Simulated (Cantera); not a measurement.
Charge: 1 mol CH3SiCl3, 0.11 mol HCl, 5.2 mol H2, equilibrated at 1098 K and 75.0 Torr.

Equilibrium computed with Cantera from the NASA thermochemical tables; the gas is ideal and each condensed phase is pure. Candidate condensed phases: C, C6H6, C7H8, C8H18, Si, SiC; 109 gas species. The feed counts by its element totals alone. The tables' values for SiCl3 are old estimates; treat these amounts as uncertain. Equilibrium is a limit: real reactors are often held back by kinetics, nucleation or transport.

Problem. What is the equilibrium state?

Solution. 
- x(H2) = 0.754
- x(HCl) = 0.193
- x(SiCl4) = 0.0477
- x(SiHCl3) = 0.00271
- x(CH4) = 0.00208
- x(SiCl3) = 0.000540
- x(SiCl2) = 8.59e-5
- x(SiH2Cl2) = 1.84e-5
- n(C(graphite)) = 0.387 mol
- n(SiC(s)) = 0.597 mol
- gas amount = 7.893 mol
- log10 activity of Si(s) (absent) = -3.07
